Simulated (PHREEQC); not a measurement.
0.022 g of hydrous ferric oxide (600 m²/g; 0.2 weak and 0.005 strong sites per Fe, Dzombak-Morel constants, diffuse double layer) in 1 kg of water with 0.05 mol/kgw of an inert sodium salt, at 25 °C; the pH is set by adding NaOH or the inert anion's acid. Oxygen is held at 0.21 atm. CO2 from the air is kept out. No solid was allowed to form.

Computed with PHREEQC (ion-association model, wateq4f.dat).

Problem. Predict surface charge σ (C/m²), surface potential ψ (mV) at pH = 8.12, 10.

Solution. 
```
pH    surface charge σ (C/m²)  surface potential ψ (mV)
----  -----------------------  ------------------------
8.12                    0.000                        -1
10                     -0.074                       -90
```
